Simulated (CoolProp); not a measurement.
The fluid at 293.15 K and 7.55 MPa flows at 0.29 m/s in a round tube of 4.6 mm bore and 15 µm roughness, fully developed (64/Re and Nu = 3.66 if laminar; Colebrook and Gnielinski if turbulent). The same conditions are run with several fluids, on thermodynamics alone (safety and materials aside).

The numbers come from the reference Helmholtz-energy equation of state of each fluid (c-C4F8 (RC318): Platzer 1990; ammonia: Gao 2020; CH2F2 (R32): Tillner-Roth 1997; propane: Lemmon 2009; n-nonane: Lemmon 2006) in CoolProp. The equations of Platzer and Polt are older, rougher fits.

```
fluid           Reynolds number  Darcy friction factor  pressure drop (Pa/m)  heat-transfer coefficient (W/(m² K))  mass flow (kg/h)
--------------  ---------------  ---------------------  --------------------  ------------------------------------  ----------------
c-C4F8 (RC318)             4510                 0.0419                   597                                   574              27.1
ammonia                    5710                 0.0397                   223                                  2900              10.7
CH2F2 (R32)               10300                 0.0353                   327                                  1570              17.6
propane                    6010                 0.0392                   185                                   822              8.96
n-nonane                   1280                 0.0502                   332                                   104              12.6
```

Transport values come from each fluid's own correlations; those of c-C4F8 (RC318), CH2F2 (R32) are estimates that may be off by 10 % or more.
